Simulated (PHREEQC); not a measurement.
# Ultrapure water in contact with air or piping: an equilibrium model

A made-up water analysis in mmol/kgw, 20 °C, pH 6.6, pe 2.6:

| constituent | mmol/kgw |
|---|---|
| Na | 0.0202 |
| K | 7.02e-05 |
| Ca | 0.0212 |
| Mg | 0.00726 |
| Cl | 0.0155 |
| S(6) | 0.00654 |
| Alkalinity (meq/kgw) | 0.0504 |
| Ba | 1.02e-05 |
| Li | 0.000218 |

Valence states are taken as typed.

All values are PHREEQC results (ion-association model, wateq4f.dat), not measurements.

This is a speciation only: nothing precipitates in the calculation.

Question: Predict the charge-balance error.

Answer: charge-balance error -1.0 %.

Question: In which forms is C present?

Answer: HCO3- 63 %, CO2 37 % of the C.
